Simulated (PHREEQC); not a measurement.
A made-up water analysis in mg/L, 25 °C, pH 3.32, pe 12.6:

```tsv
constituent	mg/L
Na	76.8
K	18.4
Ca	43.8
Mg	45.3
Cl	41.6
S(6) as SO4	472
Mn(2)	10.1
Zn	1.06
Li	0.237
Si as SiO2	0.0894
```

Valence states are taken as typed.

All values are PHREEQC results (ion-association model, wateq4f.dat), not measurements.

Task: The ionic strength comes out as 0.0155 mol/kgw. What activity coefficients do NaSO4-, K+, Ca+2, Li+, Zn+2 get?

Result: NaSO4- 0.89, K+ 0.88, Ca+2 0.62, Li+ 0.89, Zn+2 0.63.

No solid was allowed to form.
